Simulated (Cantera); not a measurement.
## H2O + O2 + H2 (abatement and gas-phase synthesis)

Input: 1 mol H2O, 1.2 mol O2, 6.9 mol H2, held at 0.0133 bar.

Method: chemical equilibrium by Gibbs-energy minimisation in Cantera with the NASA 1993 tables (ideal gas, pure condensed phases). Candidate condensed phases: H2O; 9 gas species. Kinetics and transport are ignored.

From 1227 °C to 1827 °C nothing is condensed.

| T (°C) | log p H2 | log p H2O | log p H | log p OH | log p O | log p O2 |
|---|---|---|---|---|---|---|
| 1227 | -2.12 | -2.24 | -5.81 | -7.48 | -11.24 | -11.69 |
| 1302 | -2.12 | -2.24 | -5.44 | -7.00 | -10.40 | -10.86 |
| 1377 | -2.12 | -2.24 | -5.10 | -6.57 | -9.64 | -10.10 |
| 1452 | -2.12 | -2.24 | -4.79 | -6.17 | -8.94 | -9.41 |
| 1527 | -2.12 | -2.24 | -4.51 | -5.81 | -8.30 | -8.78 |
| 1602 | -2.12 | -2.24 | -4.24 | -5.47 | -7.72 | -8.20 |
| 1677 | -2.12 | -2.24 | -4.00 | -5.16 | -7.17 | -7.66 |
| 1752 | -2.13 | -2.25 | -3.78 | -4.88 | -6.67 | -7.15 |
| 1827 | -2.13 | -2.25 | -3.57 | -4.61 | -6.20 | -6.69 |
log p: log10 of the partial pressure in bar; nothing condenses.
